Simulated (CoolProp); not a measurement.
The fluid at 427.73 K and 0.998 MPa (gas) is heated at constant pressure to 616.1 K. The same conditions are run with several fluids, on thermodynamics alone (safety and materials aside).

Computed with CoolProp (reference Helmholtz-energy equation of state of each fluid (carbonyl sulfide: Lemmon 2006; normal hydrogen: Leachman 2009; methane: Setzmann 1991)).

Q: Rank carbonyl sulfide, normal hydrogen, methane by heat (kJ/kg), highest first.

A: normal hydrogen (2740), methane (564), carbonyl sulfide (158)

```csv
fluid,final density (kg/m³)
carbonyl sulfide,11.8
normal hydrogen,0.391
methane,3.12
```
